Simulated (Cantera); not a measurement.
Mixture: CH₄ : O₂ : N₂ = 1 : 3.64 : 13.7 (molar parts), equivalence ratio 0.55, at 5.00 bar, adiabatic and at constant pressure. Ignition delay is the time to a rise of 400 K.

Computed with Cantera and GRI-Mech 3.0 (53 species, 325 reactions).

**Question.** What does this change do: pressure from 5.00 bar to 1.01 bar?

**Answer.** 
```
quantity                                                before       after
--------------------------------------------------  ----------  ----------
delay at 1100 K                                        29.4 ms     0.150 s
delay at 1300 K                                        2.19 ms     8.56 ms
delay at 1500 K                                       0.268 ms    0.946 ms
delay at 1700 K                                        51.6 µs    0.199 ms
apparent activation energy between 1600 and 1800 K  170 kJ/mol  160 kJ/mol
```

**Question.** What does this change do: 0.035 parts H2 added?

**Answer.** 
```tsv
quantity	before	after
delay at 1100 K	29.4 ms	16.2 ms
delay at 1300 K	2.19 ms	1.66 ms
delay at 1500 K	0.268 ms	0.229 ms
delay at 1700 K	51.6 µs	47.1 µs
apparent activation energy between 1600 and 1800 K	170 kJ/mol	170 kJ/mol
```
